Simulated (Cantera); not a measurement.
A freely propagating, adiabatic, planar premixed flame of H₂ : O₂ : N₂ = 1 : 0.758 : 2.85 (molar parts), equivalence ratio 0.66, unburnt at 523 K and 5.72 atm; mixture-averaged transport, grid criteria slope 0.08 and curve 0.16, no radiation.

Model: the H2/O2 subset of GRI-Mech 3.0, which has no nitrogen chemistry, integrated in Cantera. The hydrogen kinetics of GRI-Mech 3.0 are dated; newer H2 mechanisms differ, most at raised pressure. Burning velocities carry a grid error of a few per cent, more on coarse grids. Lean hydrogen flames are cellular in practice and burn faster than this planar one.

Problem. Predict: laminar burning velocity; thermal thickness; peak x(H); peak x(OH); peak x(H₂O₂); peak x(HO₂).

Solution. 
```
Property                      Value
------------------------  ---------
laminar burning velocity   200 cm/s
thermal thickness         0.0525 mm
peak x(H)                   0.00570
peak x(OH)                  0.00920
peak x(H₂O₂)               0.000154
peak x(HO₂)                0.000882
```
